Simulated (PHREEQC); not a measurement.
1 kg of water holding 0.25 mol/kgw NaCl and 0.015 mol/kgw KCl meets 20 L of dry gas (CO2 0.3, N2 0.7 by moles) at fixed total pressure, at 100 °C; fugacities by Peng-Robinson. The gases take part in no redox reaction, some water evaporates into the gas, and hydrates or a liquid gas phase aren't modelled. Precipitation was switched off in this run.

Model: ion-association model, phreeqc.dat, run in PHREEQC.

Predict dissolved CO2 (all carbonate carbon) (mol/kgw), φ of CO2 at P (atm) = 10, 40, 50, 100, 300.


```
P (atm)  dissolved CO2 (all carbonate carbon) (mol/kgw)  φ of CO2
-------  ----------------------------------------------  --------
10                                               0.0257     0.976
40                                                0.102     0.917
50                                                0.124     0.899
100                                               0.219     0.819
300                                               0.417     0.641
```

Constants without temperature data keep their 25 °C values here.
